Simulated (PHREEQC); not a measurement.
## Metal-bearing waste water: an equilibrium model

A solution holds 0.026 mol NiSO4, 0.15 mol CuCl2 and 0.0001 mol NaH2PO4 per kg of water, at 20 °C. Closed to the air; pH follows from the charge balance.

All values are PHREEQC results (ion-association model, wateq4f.dat), not measurements.

Each row changes one thing in this solution. Precipitation was switched off in this run.

```json
[
 {"case": "as made", "pH": "4.30", "ionic strength (mol/kgw)": "0.444", "Cl- (mol/kgw)": "0.274", "Cu+2 (mol/kgw)": "0.118", "Ni+2 (mol/kgw)": "0.0190", "CuCl+ (mol/kgw)": "0.0176", "SI of Tenorite (CuO)": "-0.72", "SI of Chalcanthite (CuSO4:5H2O)": "-1.50"},
 {"case": "NaH2PO4 from 0.0001 to 5e-05 mol/kgw", "pH": "4.30", "ionic strength (mol/kgw)": "0.444", "Cl- (mol/kgw)": "0.274", "Cu+2 (mol/kgw)": "0.118", "Ni+2 (mol/kgw)": "0.0190", "CuCl+ (mol/kgw)": "0.0176", "SI of Tenorite (CuO)": "-0.72", "SI of Chalcanthite (CuSO4:5H2O)": "-1.50"},
 {"case": "temperature from 20 to 70 °C", "pH": "___", "ionic strength (mol/kgw)": "0.343", "Cl- (mol/kgw)": "0.219", "Cu+2 (mol/kgw)": "0.0673", "Ni+2 (mol/kgw)": "0.0195", "CuCl+ (mol/kgw)": "0.0670", "SI of Tenorite (CuO)": "-0.12", "SI of Chalcanthite (CuSO4:5H2O)": "___"},
 {"case": "NaH2PO4 left out", "pH": "4.30", "ionic strength (mol/kgw)": "0.444", "Cl- (mol/kgw)": "0.274", "Cu+2 (mol/kgw)": "0.118", "Ni+2 (mol/kgw)": "0.0190", "CuCl+ (mol/kgw)": "0.0176", "SI of Tenorite (CuO)": "-0.72", "SI of Chalcanthite (CuSO4:5H2O)": "-1.50"},
 {"case": "NiSO4 from 0.026 to 0.0026 mol/kgw", "pH": "___", "ionic strength (mol/kgw)": "0.411", "Cl- (mol/kgw)": "0.277", "Cu+2 (mol/kgw)": "0.128", "Ni+2 (mol/kgw)": "0.00204", "CuCl+ (mol/kgw)": "0.0196", "SI of Tenorite (CuO)": "___", "SI of Chalcanthite (CuSO4:5H2O)": "-2.44"}
]
```

Some entries are withheld; supply them.


- temperature from 20 to 70 °C, pH: 3.90
- temperature from 20 to 70 °C, SI of Chalcanthite (CuSO4:5H2O): -1.88
- NiSO4 from 0.026 to 0.0026 mol/kgw, pH: 4.25
- NiSO4 from 0.026 to 0.0026 mol/kgw, SI of Tenorite (CuO): -0.79

Some of these states are supersaturated (in Atacamite, Antlerite, for instance). H3PO4, which wateq4f.dat lacks, is added to it with the constant of phreeqc.dat. Away from 25 °C the constants follow the database's enthalpies or fits; those with neither stay at their 25 °C values. The database has no phosphate complexes of Cu, Ni.
